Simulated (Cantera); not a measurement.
A closed system holds: 1 mol Si₃N₄, 0.2 mol O₂, 630 mol H₂, equilibrated at 1300 K and 0.638 Torr.

Equilibrium computed with Cantera from the NASA thermochemical tables; the gas is ideal and each condensed phase is pure. Candidate condensed phases: H₂O, Si, SiO₂, Si₂N₂O, Si₃N₄; 35 gas species. Mutual solubility and eutectic melting of coexisting phases are not modelled. Equilibrium is a limit: real reactors are often held back by kinetics, nucleation or transport.

Base state: H₂ 0.999, N₂ 0.000585, H 3.79e-5 (mole fractions); condensed: Si(s) + Si₂N₂O(s) + Si₃N₄(s).

Task: What changes in the equilibrium state with this change: temperature from 1300 K to 1223 K?

Result: 
| species | before | after |
|---|---|---|
| H₂ | 0.999 | 1.000 |
| N₂ | 0.000585 | 0.000212 |
| H | 3.79e-5 | 1.03e-5 |
| Si(s), mol | 0.352 | 0 |
| Si₂N₂O(s), mol | 0.398 | 0.400 |
| Si₃N₄(s), mol | 0.617 | 0.733 |
